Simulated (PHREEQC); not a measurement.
1 kg of water holding 0.012 mol/kgw KHCO3, 0.0022 mol/kgw K2SO4, 0.15 mol/kgw K2CO3 and 0.031 mol/kgw KCl is evaporated at 40 °C; the solids stay in contact with the brine. The system is closed to CO2. Only these solids could form: Arcanite, Kalicinite, Misenite, Sylvite.

The series has 19 steps of water left (kg), from 1 to 0.02934.

All values are PHREEQC results (Pitzer model, pitzer.dat), not measurements.

Question: Which solids form, in which order, and at which step of the series does each first stand?

Answer: Arcanite from water left = 0.05279 kg (pH 11.00); Sylvite from water left = 0.02934 kg (pH 11.52).

At this temperature some constants are extrapolated from 25 °C, and those without enthalpy data are left unchanged.
